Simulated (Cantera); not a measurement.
A Cantera script and what it prints.

```python
import numpy as np
import cantera as ct

gas_names = [...]  # 113 gases of nasa_gas.yaml made of C, Cu, H, O
cond_names = """
    C(gr) C6H6(L) C7H8(L) C8H18(L),n-octa Cu(cr) Cu(L) CuO(s) CuO2H2(s) Cu2O(s) Cu2O(L) H2O(s) H2O(L)
""".split()


# ... load() reads the species with a 1 bar reference pressure and builds the phases ...
atoms = {
    'Cu2O': {'Cu': 2, 'O': 1},
    'CH4': {'C': 1, 'H': 4},
    'CO': {'C': 1, 'O': 1},
    'C': {'C': 1},
}
top_T = {'C(gr)': 4500, 'CuO(s)': 1390}  # K; cautious upper limits of use, not melting points


# ... equilibrate(T, P, feed) seeds the gas with the atoms and calls Mixture.equilibrate('TP', solver="vcs", rtol=1e-11, max_steps=5000) ...
results = []
feed = {'Cu2O': 1, 'CH4': 0.7, 'CO': 2.5, 'C': 0.49}  # mol
P = 133.322  # Pa
for T in [1198, 1273, 1348, 1423, 1498, 1573, 1648, 1723, 1798, 1873, 1948, 2023]:
    mix = equilibrate(T, P, feed)
    results.append((T, P, feed, dict(zip(mix.species_names, mix.species_moles))))
    x = sorted(zip(gas.X, gas.species_names), reverse=True)
    print(f"T = {T:g} K  P = {P:g} Pa  gas = {mix.phase_moles(0):.4g} mol")
    print("   x: " + "  ".join(f"{s} {v:.3e}" for v, s in x if v > 1e-06))
    print("   condensed (mol): " + ("  ".join(f"{mix.phase(i).name} {mix.phase_moles(i):.4g}"
          for i in range(1, mix.n_phases) if mix.phase_moles(i) > 1e-12) or "none"))
```

It prints:

```
T = 1198 K  P = 133.322 Pa  gas = 4.9 mol
   x: CO 7.143e-01  H2 2.857e-01  CO2 1.322e-05  Cu 8.712e-06  H2O 7.222e-06  H 2.783e-06  CH4 1.745e-06
   condensed (mol): C(gr) 0.1901  Cu(cr) 2
T = 1273 K  P = 133.322 Pa  gas = 4.9 mol
   x: CO 7.142e-01  H2 2.857e-01  Cu 6.183e-05  H 1.044e-05  CO2 4.888e-06  H2O 3.236e-06  CH4 1.022e-06
   condensed (mol): C(gr) 0.19  Cu(cr) 2
T = 1348 K  P = 133.322 Pa  gas = 4.902 mol
   x: CO 7.140e-01  H2 2.856e-01  Cu 3.513e-04  H 3.386e-05  CO2 2.026e-06  H2O 1.586e-06
   condensed (mol): C(gr) 0.19  Cu(cr) 1.998
T = 1423 K  P = 133.322 Pa  gas = 4.908 mol
   x: CO 7.131e-01  H2 2.852e-01  Cu 1.569e-03  H 9.715e-05
   condensed (mol): C(gr) 0.19  Cu(L) 1.992
T = 1498 K  P = 133.322 Pa  gas = 4.93 mol
   x: CO 7.099e-01  H2 2.838e-01  Cu 5.964e-03  H 2.507e-04  C2H2,acetylene 2.501e-06  Cu2 2.307e-06
   condensed (mol): C(gr) 0.19  Cu(L) 1.971
T = 1573 K  P = 133.322 Pa  gas = 5.001 mol
   x: CO 6.999e-01  H2 2.796e-01  Cu 1.989e-02  H 5.889e-04  Cu2 1.220e-05  C2H2,acetylene 5.774e-06
   condensed (mol): C(gr) 0.1899  Cu(L) 1.9
T = 1648 K  P = 133.322 Pa  gas = 5.212 mol
   x: CO 6.715e-01  H2 2.679e-01  Cu 5.925e-02  H 1.262e-03  Cu2 5.503e-05  C2H2,acetylene 1.198e-05
   condensed (mol): C(gr) 0.1899  Cu(L) 1.691
T = 1723 K  P = 133.322 Pa  gas = 5.844 mol
   x: CO 5.990e-01  H2 2.383e-01  Cu 1.600e-01  H 2.438e-03  Cu2 2.163e-04  C2H2,acetylene 2.157e-05
   condensed (mol): C(gr) 0.1897  Cu(L) 1.062
T = 1798 K  P = 133.322 Pa  gas = 6.912 mol
   x: CO 5.064e-01  Cu 2.885e-01  H2 2.003e-01  H 4.316e-03  Cu2 3.988e-04  C2H2,acetylene 3.456e-05
   condensed (mol): C(gr) 0.1895
T = 1873 K  P = 133.322 Pa  gas = 6.926 mol
   x: CO 5.054e-01  Cu 2.883e-01  H2 1.982e-01  H 7.868e-03  Cu2 2.361e-04  C2H2,acetylene 6.184e-05
   condensed (mol): C(gr) 0.1891
T = 1948 K  P = 133.322 Pa  gas = 6.946 mol
   x: CO 5.039e-01  Cu 2.876e-01  H2 1.946e-01  H 1.365e-02  Cu2 1.449e-04  C2H2,acetylene 1.049e-04
   condensed (mol): C(gr) 0.1885
T = 2023 K  P = 133.322 Pa  gas = 6.978 mol
   x: CO 5.016e-01  Cu 2.864e-01  H2 1.891e-01  H 2.262e-02  C2H2,acetylene 1.690e-04  Cu2 9.182e-05
   condensed (mol): C(gr) 0.1876
```

Cantera equilibrium calculation (NASA polynomials, part measured and part estimated; ideal gas, pure solids and liquids).
